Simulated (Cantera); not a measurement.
Input: 1 mol Si, 0.0072 mol H₂O, 2.5 mol H₂, 0.54 mol CO₂, equilibrated at 1002 °C and 0.00743 Torr.

These are equilibrium values from Cantera (NASA tables, ideal gas, pure condensed phases), not measurements of a reactor. Candidate condensed phases: C, C₆H₆, C₇H₈, C₈H₁₈, H₂O, Si, SiC, SiO₂; 123 gas species. Mutual solubility and eutectic melting of coexisting phases are not modelled. The tables hold silica as quartz up to 1696 K and as liquid above; real silica turns to tridymite and cristobalite and melts near 1996 K. Kinetics and transport are ignored.

Base state: H₂ 0.767, SiO 0.162, CO 0.0710, H 0.000205 (mole fractions); condensed: SiC(s) + SiO₂(β-quartz).

Question: What changes in the equilibrium state with this change: temperature from 1002 °C to 777 °C?

Answer: 
```csv
species,before,after
H₂,0.767,0.978
CO,0.0710,0.0217
SiO,0.162,1.39e-5
H,0.000205,2.55e-6
"SiC(s), mol",0.308,0.484
"SiO₂(β-quartz), mol",0.163,0.516
```

Question: What changes in the equilibrium state with this change: temperature from 1002 °C to 952 °C?

Answer: 
```tsv
species	before	after
H₂	0.767	0.935
SiO	0.162	0.0332
CO	0.0710	0.0318
H	0.000205	9.58e-5
SiC(s), mol	0.308	0.455
SiO₂(β-quartz), mol	0.163	0.456
```
